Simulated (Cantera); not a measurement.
Input: 1 mol B2O3, 2.8 mol BCl3, 3.9 mol O2, 3 mol NF3, at 0.0180 bar.

These are equilibrium values from Cantera (NASA tables, ideal gas, pure condensed phases), not measurements of a reactor. Candidate condensed phases: B, BN, B2O3; 42 gas species. Equilibrium is a limit: real reactors are often held back by kinetics, nucleation or transport. All values below are at 1148 K.

Base state: Cl2 0.320, O2 0.314, BF3 0.205, N2 0.116, B3O3F3 0.0256, Cl 0.0113, BOF 0.00756, NO 6.07e-5 (mole fractions); condensed: B2O3(l).

What changes in the equilibrium state with this change: BCl3 from 2.8 to 7 mol?


```
species        before    after
------------  -------  -------
Cl2             0.320    0.644
BF3             0.205    0.163
N2              0.116   0.0931
O2              0.314   0.0559
Cl             0.0113   0.0160
B3O3F3         0.0256   0.0205
NO            6.07e-5  2.29e-5
BOF2          2.37e-5  1.33e-5
ClO           3.71e-5  2.22e-5
BOF           0.00756  0.00702
B2O3(l), mol    0.537     2.63
```
